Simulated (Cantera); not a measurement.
An isothermal, constant-pressure homogeneous reactor starts with C₂H₆ : N₂ = 1 : 47 (molar parts), at 1200 K and 0.910 bar. Integrator tolerance rtol = 1e-08.

Detailed kinetics in Cantera: GRI-Mech 3.0 (53 species, 325 reactions). GRI-Mech 3.0 stops at C3 and has no aromatics, soot or wall deposition, so with more carbon than oxygen in the feed, carbon stays in small species such as C2H2 where larger ones or solid carbon would form.

Q: What does this change do: pressure from 0.910 bar to 0.133 bar?

A: 
```csv
quantity,before,after
x(C₂H₆) at 20.0 s,1.71e-5 (gas-phase equilibrium 3.28e-6),1.10e-6 (gas-phase equilibrium 2.19e-7)
x(HCN) at 20.0 s,1.83e-10 (gas-phase equilibrium 0.0209),1.09e-9 (gas-phase equilibrium 0.0254)
x(C₂H₄) at 20.0 s,0.00457 (gas-phase equilibrium 0.000979),0.00188 (gas-phase equilibrium 0.000309)
x(C₂H₂) at 20.0 s,0.0138 (gas-phase equilibrium 0.00369),0.0168 (gas-phase equilibrium 0.00548)
x(C₂H) at 20.0 s,1.32e-11 (gas-phase equilibrium <1e-12),1.66e-11 (gas-phase equilibrium 2.89e-12)
x(H) at 20.0 s,1.60e-7 (gas-phase equilibrium 3.24e-8),1.86e-7 (gas-phase equilibrium 1.02e-7)
x(CH₄) at 20.0 s,0.00354 (gas-phase equilibrium 0.0102),0.00273 (gas-phase equilibrium 0.00316)
```

Q: What does this change do: pressure from 0.910 bar to 0.000640 bar?

A: 
| quantity | before | after |
|---|---|---|
| x(C₂H₆) at 20.0 s | 1.71e-5 (gas-phase equilibrium 3.28e-6) | 4.17e-5 (gas-phase equilibrium 7.59e-12) |
| x(HCN) at 20.0 s | 1.83e-10 (gas-phase equilibrium 0.0209) | 3.04e-8 (gas-phase equilibrium 0.0273) |
| x(C₂H₄) at 20.0 s | 0.00457 (gas-phase equilibrium 0.000979) | 0.00891 (gas-phase equilibrium 1.95e-6) |
| x(C₂H₂) at 20.0 s | 0.0138 (gas-phase equilibrium 0.00369) | 0.00829 (gas-phase equilibrium 0.00635) |
| x(C₂H) at 20.0 s | 1.32e-11 (gas-phase equilibrium <1e-12) | 3.83e-10 (gas-phase equilibrium 4.53e-11) |
| x(H) at 20.0 s | 1.60e-7 (gas-phase equilibrium 3.24e-8) | 5.71e-6 (gas-phase equilibrium 1.57e-6) |
| x(CH₄) at 20.0 s | 0.00354 (gas-phase equilibrium 0.0102) | 0.00608 (gas-phase equilibrium 1.98e-5) |
Radical loss at walls, strong at low pressure, is not modelled.
